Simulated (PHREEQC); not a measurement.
Model water analysis in mg/kgw, 45 °C, pH 6.99, pe 11.6:

```tsv
constituent	mg/kgw
Na	68
K	1270
Ca	359
Mg	36.4
Cl	378
S(6) as SO4	1860
Alkalinity as HCO3	429
Cd	20.5
Li	6.7
B	4.07
Pb	8.29
Sr	2.1
```

Valence states are taken as typed.

Model: ion-association model, phreeqc.dat, run in PHREEQC.

Each row changes one thing in this solution. This is a speciation only: nothing precipitates in the calculation.

```tsv
case	ionic strength (mol/kgw)	KSO4- (mol/kgw)	CO2 (mol/kgw)	Mg+2 (mol/kgw)	MgSO4 (mol/kgw)	CaHCO3+ (mol/kgw)	SI of Pb(OH)2 (Pb(OH)2)	SI of Gypsum (CaSO4:2H2O)
as made	0.0683	0.00167	0.00104	0.000760	0.000706	0.000253	+0.23	-0.24
pH from 6.99 to 6.49 at the same alkalinity	0.0683	0.00167	0.00333	[?]	0.000706	[?]	-0.40	-0.24
pH from 6.99 to 7.29 at the same alkalinity	0.0683	0.00167	0.000517	[?]	0.000706	0.000249	[?]	-0.25
temperature from 45 to 10 °C at the same typed pH	0.0716	0.00104	0.00160	0.00102	0.000447	0.000167	[?]	-0.18
```

Problem. Complete the blanks.

Solution. 
- pH from 6.99 to 6.49 at the same alkalinity, Mg+2 (mol/kgw): 0.000761
- pH from 6.99 to 6.49 at the same alkalinity, CaHCO3+ (mol/kgw): 0.000255
- pH from 6.99 to 7.29 at the same alkalinity, Mg+2 (mol/kgw): 0.000759
- pH from 6.99 to 7.29 at the same alkalinity, SI of Pb(OH)2 (Pb(OH)2): +0.57
- temperature from 45 to 10 °C at the same typed pH, SI of Pb(OH)2 (Pb(OH)2): -0.74

Complexes and solids missing from the database can't appear. Some of these states are supersaturated (in Otavite, Cerussite, for instance). Constants without temperature data keep their 25 °C values here.
